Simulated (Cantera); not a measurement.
An isothermal plug-flow reactor at 873 K and 4.93 atm (inlet), inlet velocity 4 m/s, active area per volume 230 1/m; feed CO : O2 : N2 = 0.016 : 0.13 : 0.79 (molar parts), equivalence ratio 0.062.

Detailed kinetics in Cantera: Deutschmann's 1995 Pt surface mechanism with GRI-Mech 3.0 gas chemistry. Catalytic surfaces can have several steady states; this one follows from the mechanism file's or the stated starting coverage. Mass transfer to the wall is taken as infinitely fast.

One state of this run: x CO = 0.0155; x O2 = 0.138; x H2O = <1e-12; x CO2 = 0.00161; θ free Pt = 0.178; θ O* = 0.0485; θ CO* = 0.774. x: gas mole fraction; θ: surface coverage.

### Question
Which value of z (m) does it belong to?
A. 0.00039
B. 0.0054
C. 0.0028
D. 0.00075

### Answer
A, 0.00039
